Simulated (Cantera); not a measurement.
Gas mixture: 58.4 % C2H2, 12.3 % C2H4, 29.2 % C2H6, at 0.444 atm, frozen composition.

Cantera's kinetic-theory transport with the Lennard-Jones parameters of GRI-Mech 3.0, ideal gas; thermal conductivity in the multicomponent form. The composition is frozen, though it would react at the higher temperatures.

One state of this run: ρ (kg/m³) = 0.212; cp (J/kg/K) = 2705; μ (µPa s) = 20.8; λ (mW/m/K) = 75.0; Pr = 0.750; D (cm²/s) OH = 2.40; D (cm²/s) NO = 1.59; D (cm²/s) NH3 = 1.81. D: mixture-averaged diffusion coefficient of that species in the mixture.

Q: Which value of T (K) does it belong to?
A. 550
B. 1450
C. 1150
D. 700

A: D, 700
